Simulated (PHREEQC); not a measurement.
A solution holds 0.02 mol HCl, 0.01 mol ZnSO4 and 0.00074 mol MgSO4 per kg of water, at 25 °C. Closed to the air; pH follows from the charge balance.

Computed with PHREEQC (ion-association model, phreeqc.dat).

No solid was allowed to form.

### Question
Predict the pH, ionic strength, specific conductance.

### Answer
pH 1.85; ionic strength 0.0465 mol/kgw; specific conductance 7730 µS/cm.

### Question
In which forms is Mg present?

### Answer
Mg+2 79 %, MgSO4 21 % of the Mg.

Species that the database lacks are ignored.
